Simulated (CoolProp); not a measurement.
Vapour-liquid equilibrium of acetone (1) + p-xylene (2) at 117.45 °C; x and y are mole fractions of (1).

The numbers come from the multi-fluid Helmholtz-energy mixture model, Lemmon 2006 and Zhou 2012; pair parameters Bell 2016 in CoolProp.

```
x     bubble pressure, mixture model (bar)  bubble pressure, Raoult's law (bar)  y, mixture model  y, Raoult's law
----  ------------------------------------  -----------------------------------  ----------------  ---------------
0.05                                0.9854                               0.8170             0.446            0.349
0.2                                  2.008                                1.588             0.753            0.718
0.35                                 2.788                                2.360             0.841            0.846
0.5                                  3.450                                3.131             0.889            0.911
0.65                                 4.077                                3.903             0.925            0.950
0.8                                  4.727                                4.674             0.957            0.976
0.95                                 5.443                                5.445             0.989            0.995
```

The largest gap from Raoult's law is +26.4 % in bubble pressure, at x = 0.2. No azeotrope shows between x = 0.05 and 0.95.

Pair parameters are fitted to limited data, so mixtures are less certain than the pure fluids.
